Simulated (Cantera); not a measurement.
A freely propagating, adiabatic, planar premixed flame of CH4 : C2H6 : O2 : N2 = 1 : 0.088 : 3 : 11.3 (molar parts), equivalence ratio 0.77, unburnt at 325 K and 2.40 bar; mixture-averaged transport, grid criteria slope 0.08 and curve 0.16, no radiation.

Detailed kinetics in Cantera: GRI-Mech 3.0 (53 species, 325 reactions). Burning velocities carry a grid error of a few per cent, more on coarse grids.

Predict: laminar burning velocity; thermal thickness; peak x(H); peak x(HCN); peak x(OH).


- laminar burning velocity: 20.8 cm/s
- thermal thickness: 0.295 mm
- peak x(H): 0.00117
- peak x(HCN): 3.36e-7
- peak x(OH): 0.00440
